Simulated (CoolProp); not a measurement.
A simple Rankine cycle with R152A: condensing at 304.15 K, boiler at 1.89 MPa, turbine inlet 358.3 K, turbine efficiency 0.7, pump efficiency 0.6, no recuperator. Each further row changes one setting.

Values from CoolProp's reference Helmholtz-energy equation of state, Outcalt 1996. It is a modified Benedict-Webb-Rubin equation, recast in Helmholtz form.

```csv
case,thermal efficiency (%),net work (kJ/kg),heat in (kJ/kg),turbine exit temperature (K),volume ratio over the turbine
as stated,6.8,21.1,311,318.2,2.72
turbine inlet 378.3 K,7.0,23.9,342,340.6,2.67
condensing temperature 296.15 K,8.1,[?],[?],310.2,3.42
boiler pressure 1.32 MPa,4.6,15.1,326,335.2,1.85
turbine efficiency 0.6,5.7,[?],311,[?],2.76
```

Task: Some entries are withheld; supply them.

Result: 
- condensing temperature 296.15 K, net work (kJ/kg): 26.3
- condensing temperature 296.15 K, heat in (kJ/kg): 325
- turbine efficiency 0.6, net work (kJ/kg): 17.8
- turbine efficiency 0.6, turbine exit temperature (K): 320.9
